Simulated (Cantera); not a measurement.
Charge: 1 mol NH3, a varied amount of O2, 2.1 mol H2, held at 1775 K and 1.00 Torr.

Equilibrium computed with Cantera from the NASA thermochemical tables; the gas is ideal and each condensed phase is pure. Candidate condensed phases: H2O; 24 gas species. The numbers say what is thermodynamically allowed, not how fast it happens.

x: gas mole fraction; nothing condenses.

```tsv
n(O2) (mol)	x H2O	x H2	x N2	x O2	x H	x OH
0.47	0.228	0.644	0.122	1.71e-7	0.00636	0.000141
0.6	0.292	0.581	0.122	3.42e-7	0.00604	0.000189
0.77	0.374	0.498	0.122	7.65e-7	0.00560	0.000262
0.98	0.476	0.397	0.122	1.96e-6	0.00499	0.000373
1.3	[?]	[?]	0.122	[?]	[?]	[?]
1.6	0.777	[?]	0.122	[?]	[?]	[?]
2	0.826	0.00446	0.115	0.0465	0.000529	0.00610
```

Some entries are withheld; supply them.


- 1.3, x H2O: 0.632
- 1.3, x H2: 0.242
- 1.3, x O2: 9.27e-6
- 1.3, x H: 0.00390
- 1.3, x OH: 0.000635
- 1.6, x H2: 0.0970
- 1.6, x O2: 8.72e-5
- 1.6, x H: 0.00247
- 1.6, x OH: 0.00123
